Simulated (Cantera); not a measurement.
Input: 1 mol C₃H₈, 23 mol H₂, 17 mol N₂, equilibrated at 0.133 bar.

Equilibrium computed with Cantera from the NASA thermochemical tables; the gas is ideal and each condensed phase is pure. Candidate condensed phases: C, C₆H₆, C₇H₈, C₈H₁₈; 92 gas species. The numbers say what is thermodynamically allowed, not how fast it happens.

What share of the C ends up in condensed phases as a function of T (K), at 1973, 2073, 2173, 2273, 2373, 2473, 2573, 2673, 2773?


```
T (K)  C condensed (%)           as
-----  ---------------  -----------
1973              88.9  C(graphite)
2073              83.2  C(graphite)
2173              75.3  C(graphite)
2273              64.8  C(graphite)
2373              51.1  C(graphite)
2473              33.9  C(graphite)
2573              12.7  C(graphite)
2673               0.0            -
2773               0.0            -
```
